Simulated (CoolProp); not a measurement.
The numbers come from the reference Helmholtz-energy equation of state, Thol 2016 in CoolProp.

Task: For R1234ze(E), give the phase and the density (kg/m³), cp (kJ/(kg K)), cv (kJ/(kg K)), expansivity (1/kK) at 383.5 K and 0.641 MPa.

Result: 
- 383.5 K and 0.641 MPa: gas; density 24.5, cp 1.05, cv 0.945, expansivity 3.27
